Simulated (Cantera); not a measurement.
# Equilibrium for silicon carbide growth: CH3SiH3 + C2H2 + H2

Input: 1 mol CH3SiH3, 1.1 mol C2H2, 1.8 mol H2, equilibrated at 100000 Pa.

These are equilibrium values from Cantera (NASA tables, ideal gas, pure condensed phases), not measurements of a reactor. Candidate condensed phases: C, C6H6, C7H8, C8H18, Si, SiC; 87 gas species. The feed counts by its element totals alone. Gases not in the tables: Si2H6 and higher silanes. Kinetics and transport are ignored.

```
T (°C)   x H2      x H  x C2H2 (acetylene)      x Si     x CH4    x SiC2     x SiH  n C(graphite)  n SiC(s)
------  -----  -------  ------------------  --------  --------  --------  --------  -------------  --------
1725    0.997  0.00160            0.000756   2.31e-6  0.000424   9.49e-8   1.58e-6           2.19     1.000
1800    0.996  0.00262             0.00122   7.09e-6  0.000349   4.07e-7   4.07e-6           2.18     1.000
1875    0.994  0.00415             0.00190   2.01e-5  0.000291   1.57e-6   9.82e-6           2.18     1.000
1950    0.990  0.00637             0.00287   5.29e-5  0.000245   5.54e-6   2.23e-5           2.16     0.999
2025    0.986  0.00951             0.00422  0.000131  0.000209   1.79e-5   4.78e-5           2.15     0.998
2100    0.979   0.0138             0.00602  0.000305  0.000179   5.37e-5   9.77e-5           2.13     0.996
2175    0.970   0.0196             0.00839  0.000675  0.000154  0.000150  0.000190           2.10     0.992
2250    0.958   0.0272              0.0114   0.00142  0.000133  0.000394  0.000356           2.07     0.983
```
x: gas mole fraction; n: condensed amount in mol.

From 1725 °C to 2250 °C the condensed part is C(graphite) + SiC(s). The main Si-bearing gas is SiH2 at 1725 °C and Si at 2250 °C.
